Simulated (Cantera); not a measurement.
Thermodynamics of thermal oxidation and active oxidation of silicon, feed Si + N2O + H2

Charge: 1 mol Si, 0.19 mol N2O, 8.4 mol H2, equilibrated at 2000 K.

Cantera equilibrium calculation (NASA polynomials, part measured and part estimated; ideal gas, pure solids and liquids). Candidate condensed phases: H2O, Si, SiO2, Si2N2O, Si3N4; 35 gas species. Mutual solubility and eutectic melting of coexisting phases are not modelled. The tables' values for SiN are old estimates; treat these amounts as uncertain. Gases not in the tables: Si2H6 and higher silanes. The numbers say what is thermodynamically allowed, not how fast it happens.

| P (Pa) | x H2 | x H | x Si | x N2 | x SiO | x SiH | x Si2 | n Si(l) | n Si2N2O(s) |
|---|---|---|---|---|---|---|---|---|---|
| 0.100 | 0.198 | 0.723 | 0.0539 | 0.0126 | 0.0126 | 1.63e-5 | 6.92e-7 | 0 | 0 |
| 2.50 | 0.633 | 0.259 | 0.0733 | 0.0172 | 0.0173 | 0.000198 | 3.19e-5 | 0 | 0 |
| 63 | 0.831 | 0.0591 | 0.0691 | 0.0194 | 0.0195 | 0.00107 | 0.000716 | 0.104 | 0 |
| 1600 | 0.942 | 0.0125 | 0.00272 | 0.0214 | 0.0214 | 0.000227 | 2.82e-5 | 0.782 | 0 |
| 40000 | 0.954 | 0.00251 | 0.000109 | 0.0216 | 0.0216 | 4.56e-5 | 1.13e-6 | 0.808 | 0 |
| 1000000 | 0.993 | 0.000513 | 4.35e-6 | 0.00303 | 0.00301 | 9.31e-6 | 4.51e-8 | 0.645 | 0.164 |
x: gas mole fraction; n: condensed amount in mol.

From 0.000750 Torr to 0.0188 Torr nothing is condensed. From 0.473 Torr to 300 Torr the condensed part is Si(l). At 7500 Torr the condensed part is Si(l) + Si2N2O(s). The main Si-bearing gas is Si at 0.000750 Torr and SiO at 7500 Torr.
